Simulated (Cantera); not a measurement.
Diamond growth

A diamond (100) surface in a fixed gas of H2 with x(CH4) = 0.0073, x(H) = 0.00031, x(CH3) = 8.8e-05, at 1298 K; coverages are run to steady state.

Detailed kinetics in Cantera: the Harris–Goodwin 1993 mechanism for the reconstructed diamond (100) surface.

```
P (Pa)  growth (µm/h)  θ c6HH  θ c6H*  θ c6*H  θ c6**    θ c6HM
------  -------------  ------  ------  ------  ------  --------
1000           0.0123   0.511  0.0405   0.434  0.0138   2.44e-5
1600           0.0266   0.511  0.0405   0.434  0.0138   4.00e-5
2400           0.0499   0.511  0.0405   0.434  0.0137   6.12e-5
3800           0.0975   0.511  0.0405   0.434  0.0137   9.92e-5
5900            0.179   0.511  0.0404   0.434  0.0136  0.000157
9200            0.322   0.511  0.0404   0.433  0.0136  0.000248
14000           0.556   0.511  0.0404   0.433  0.0136  0.000380
22000            1.00   0.511  0.0404   0.433  0.0136  0.000598
```
θ: site fractions in the mechanism's names (c6HH fully hydrogenated, c6H* and c6*H radical sites, c6** diradical, c6HM methylated).
